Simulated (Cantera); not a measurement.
Feed: 1 mol Si₃N₄, 0.019 mol CO₂, 180 mol N₂, equilibrated at 975 K and 0.00133 bar.

Equilibrium computed with Cantera from the NASA thermochemical tables; the gas is ideal and each condensed phase is pure. Candidate condensed phases: C, Si, SiC, SiO₂, Si₂N₂O, Si₃N₄; 34 gas species. Kinetics and transport are ignored.

Base state: N₂ 1.00 (mole fractions); condensed: C(graphite) + Si₂N₂O(s) + Si₃N₄(s).

What changes in the equilibrium state with this change: temperature from 975 K to 1623.15 K?


```json
[
 {"species": "N₂", "before": "1.00", "after": "1.000"},
 {"species": "SiO", "before": "<1e-9", "after": "0.000179"},
 {"species": "Si", "before": "<1e-9", "after": "5.65e-5"},
 {"species": "CO", "before": "4.87e-9", "after": "3.19e-5"},
 {"species": "C(graphite), mol", "before": "0.0190", "after": "0"},
 {"species": "Si₂N₂O(s), mol", "before": "0.0380", "after": "0"},
 {"species": "Si₃N₄(s), mol", "before": "0.975", "after": "0.981"},
 {"species": "SiC(s), mol", "before": "0", "after": "0.0132"}
]
```
Mutual solubility and eutectic melting of coexisting phases are not modelled.

What changes in the equilibrium state with this change: temperature from 975 K to 1523.15 K?


```json
[
 {"species": "N₂", "before": "1.00", "after": "1.000"},
 {"species": "SiO", "before": "<1e-9", "after": "0.000106"},
 {"species": "CO", "before": "4.87e-9", "after": "0.000106"},
 {"species": "C(graphite), mol", "before": "0.0190", "after": "0"},
 {"species": "Si₂N₂O(s), mol", "before": "0.0380", "after": "0"},
 {"species": "Si₃N₄(s), mol", "before": "0.975", "after": "0.994"}
]
```

What changes in the equilibrium state with this change: temperature from 975 K to 1650 K?


| species | before | after |
|---|---|---|
| N₂ | 1.00 | 1.000 |
| SiO | <1e-9 | 0.000191 |
| Si | <1e-9 | 0.000129 |
| CO | 4.87e-9 | 2.04e-5 |
| C(graphite), mol | 0.0190 | 0 |
| Si₂N₂O(s), mol | 0.0380 | 0 |
| Si₃N₄(s), mol | 0.975 | 0.975 |
| SiC(s), mol | 0 | 0.0152 |
Mutual solubility and eutectic melting of coexisting phases are not modelled.
